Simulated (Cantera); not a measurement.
What does this Cantera script print?

```python
import numpy as np
import cantera as ct

gas_names = """
    C CN CO CO2 C2 CCN CNC C2N2 C2O C3 C3O2 C4 C4N2 C5 Cu CuO Cu2 N NCO NO NO2 NO3 N2 N2O O O2 O3
""".split()
cond_names = """
    C(gr) Cu(cr) Cu(L) CuO(s) Cu2O(s) Cu2O(L)
""".split()


def load(file, names, dense=False):
    # The tables refer to 1 bar. Condensed volumes are neglected.
    table = {s.name: s for s in ct.Species.list_from_file(file)}
    out = []
    for n in names:
        d = dict(table[n].input_data)
        d["thermo"] = dict(d["thermo"], **{"reference-pressure": 1e5})
        if dense:
            d["equation-of-state"] = {"model": "constant-volume", "density": "1e6 g/cm^3"}
        out.append(ct.Species.from_dict(d))
    return out


gas = ct.Solution(thermo="ideal-gas", species=load("nasa_gas.yaml", gas_names))
cond = {s.name: ct.Solution(thermo="fixed-stoichiometry", species=[s], name=s.name)
        for s in load("nasa_condensed.yaml", cond_names, dense=True)}
atoms = {
    'Cu2O': {'Cu': 2, 'O': 1},
    'C': {'C': 1},
    'N2': {'N': 2},
}
top_T = {'C(gr)': 4500, 'CuO(s)': 1390}  # K; cautious upper limits of use, not melting points


def equilibrate(T, P, feed):
    n = {}
    for name, mol in feed.items():
        for a, k in atoms[name].items():
            n[a] = n.get(a, 0.0) + k * mol
    gas.TPX = T, P, n
    mass = sum(n.values()) * gas.mean_molecular_weight
    gas.equilibrate("TP")
    valid = [c for c in cond.values() if c.min_temp <= T <= top_T.get(c.name, c.max_temp)]
    mix = ct.Mixture([(gas, mass / gas.mean_molecular_weight)] + [(c, 0.0) for c in valid])
    mix.T, mix.P = T, P
    mix.equilibrate("TP", solver="vcs", rtol=1e-11, max_steps=5000)
    return mix


results = []
feed = {'Cu2O': 1, 'C': 1.9, 'N2': 0.96}  # mol
P = 9300  # Pa
for T in [1000, 1100, 1200, 1300, 1400, 1500, 1600, 1700, 1800, 1900, 2000, 2100, 2200]:
    mix = equilibrate(T, P, feed)
    results.append((T, P, feed, dict(zip(mix.species_names, mix.species_moles))))
    x = sorted(zip(gas.X, gas.species_names), reverse=True)
    print(f"T = {T:g} K  P = {P:g} Pa  gas = {mix.phase_moles(0):.4g} mol")
    print("   x: " + "  ".join(f"{s} {v:.3e}" for v, s in x if v > 1e-06))
    print("   condensed (mol): " + ("  ".join(f"{mix.phase(i).name} {mix.phase_moles(i):.4g}"
          for i in range(1, mix.n_phases) if mix.phase_moles(i) > 1e-12) or "none"))
```

Result:

```
T = 1000 K  P = 9300 Pa  gas = 1.935 mol
   x: N2 4.960e-01  CO 4.912e-01  CO2 1.273e-02
   condensed (mol): C(gr) 0.9246  Cu(cr) 2
T = 1100 K  P = 9300 Pa  gas = 1.956 mol
   x: CO 5.071e-01  N2 4.908e-01  CO2 2.110e-03
   condensed (mol): C(gr) 0.9041  Cu(cr) 2
T = 1200 K  P = 9300 Pa  gas = 1.959 mol
   x: CO 5.095e-01  N2 4.900e-01  CO2 4.563e-04
   condensed (mol): C(gr) 0.9009  Cu(cr) 2
T = 1300 K  P = 9300 Pa  gas = 1.96 mol
   x: CO 5.100e-01  N2 4.899e-01  CO2 1.251e-04  Cu 1.696e-06
   condensed (mol): C(gr) 0.9002  Cu(cr) 2
T = 1400 K  P = 9300 Pa  gas = 1.96 mol
   x: CO 5.101e-01  N2 4.898e-01  CO2 4.152e-05  Cu 1.450e-05
   condensed (mol): C(gr) 0.9001  Cu(L) 2
T = 1500 K  P = 9300 Pa  gas = 1.96 mol
   x: CO 5.101e-01  N2 4.898e-01  Cu 8.843e-05  CO2 1.606e-05
   condensed (mol): C(gr) 0.9  Cu(L) 2
T = 1600 K  P = 9300 Pa  gas = 1.961 mol
   x: CO 5.100e-01  N2 4.896e-01  Cu 4.275e-04  CO2 7.034e-06
   condensed (mol): C(gr) 0.9  Cu(L) 1.999
T = 1700 K  P = 9300 Pa  gas = 1.963 mol
   x: CO 5.093e-01  N2 4.890e-01  Cu 1.708e-03  CO2 3.406e-06  Cu2 2.066e-06
   condensed (mol): C(gr) 0.9  Cu(L) 1.997
T = 1800 K  P = 9300 Pa  gas = 1.971 mol
   x: CO 5.072e-01  N2 4.869e-01  Cu 5.822e-03  Cu2 1.116e-05  CO2 1.786e-06
   condensed (mol): C(gr) 0.9  Cu(L) 1.988
T = 1900 K  P = 9300 Pa  gas = 1.995 mol
   x: CO 5.013e-01  N2 4.813e-01  Cu 1.737e-02  Cu2 5.003e-05
   condensed (mol): C(gr) 0.9  Cu(L) 1.965
T = 2000 K  P = 9300 Pa  gas = 2.056 mol
   x: CO 4.865e-01  N2 4.670e-01  Cu 4.630e-02  Cu2 1.913e-04  CN 1.265e-06
   condensed (mol): C(gr) 0.9  Cu(L) 1.904
T = 2100 K  P = 9300 Pa  gas = 2.209 mol
   x: CO 4.527e-01  N2 4.346e-01  Cu 1.120e-01  Cu2 6.391e-04  CN 4.228e-06  C2N2 1.935e-06
   condensed (mol): C(gr) 0.9  Cu(L) 1.75
T = 2200 K  P = 9300 Pa  gas = 2.618 mol
   x: CO 3.820e-01  N2 3.667e-01  Cu 2.494e-01  Cu2 1.900e-03  CN 1.200e-05  C2N2 3.679e-06
   condensed (mol): C(gr) 0.8999  Cu(L) 1.337
```

These are equilibrium values from Cantera (NASA tables, ideal gas, pure condensed phases), not measurements of a reactor.
